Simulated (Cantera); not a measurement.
Input: 1 mol NF₃, 0.21 mol H₂, 2.8 mol N₂, 2.7 mol O₂, held at 2298 K and 520 Pa.

These are equilibrium values from Cantera (NASA tables, ideal gas, pure condensed phases), not measurements of a reactor. Candidate condensed phases: H₂O; 40 gas species. The numbers say what is thermodynamically allowed, not how fast it happens.

Q: What is the equilibrium state?

A: 
```
Quantity       Result
----------  ---------
x(N₂)           0.354
x(F)            0.282
x(O₂)           0.271
x(HF)          0.0458
x(O)           0.0354
x(NO)          0.0119
x(OH)         9.96e-6
x(FO)         6.34e-6
x(H)          3.39e-6
gas amount  9.162 mol
```
